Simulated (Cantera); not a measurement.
A perfectly stirred reactor is fed with C₂H₆ : N₂ = 1 : 83 (molar parts), at 0.320 bar; it is held at 1325 K, and followed from long to short residence time.

Cantera simulation using GRI-Mech 3.0 (53 species, 325 reactions); the numbers are that mechanism's predictions, not measurements. GRI-Mech 3.0 stops at C3 and has no aromatics, soot or wall deposition, so with more carbon than oxygen in the feed, carbon stays in small species such as C2H2 where larger ones or solid carbon would form.

What does this change do: temperature 1325 to 1698 K?


| quantity | before | after |
|---|---|---|
| x(C₂H₆) at τ = 17.0 s | 2.02e-5 | 1.51e-7 |
| x(CH₄) at τ = 17.0 s | 0.00282 | 0.000425 |
| x(CH₃) at τ = 17.0 s | 5.30e-6 | 1.65e-5 |
| x(CH₂) at τ = 17.0 s | 3.17e-10 | 3.22e-8 |
| x(HCN) at τ = 17.0 s | 8.62e-9 | 9.95e-5 |
| x(C₂H₆) at τ = 0.120 s | 0.000606 | 1.42e-5 |
| x(CH₄) at τ = 0.120 s | 0.00214 | 0.00160 |
| x(CH₃) at τ = 0.120 s | 2.72e-5 | 0.000153 |
| x(CH₂) at τ = 0.120 s | 8.74e-9 | 6.39e-7 |
| x(HCN) at τ = 0.120 s | 1.17e-8 | 3.22e-5 |

What does this change do: pressure from 0.320 bar to 135 Torr?


| quantity | before | after |
|---|---|---|
| x(C₂H₆) at τ = 17.0 s | 2.02e-5 | 2.15e-5 |
| x(CH₄) at τ = 17.0 s | 0.00282 | 0.00234 |
| x(CH₃) at τ = 17.0 s | 5.30e-6 | 7.25e-6 |
| x(CH₂) at τ = 17.0 s | 3.17e-10 | 7.13e-10 |
| x(HCN) at τ = 17.0 s | 8.62e-9 | 1.96e-8 |
| x(C₂H₆) at τ = 0.120 s | 0.000606 | 0.000774 |
| x(CH₄) at τ = 0.120 s | 0.00214 | 0.00221 |
| x(CH₃) at τ = 0.120 s | 2.72e-5 | 4.27e-5 |
| x(CH₂) at τ = 0.120 s | 8.74e-9 | 1.90e-8 |
| x(HCN) at τ = 0.120 s | 1.17e-8 | 2.06e-8 |
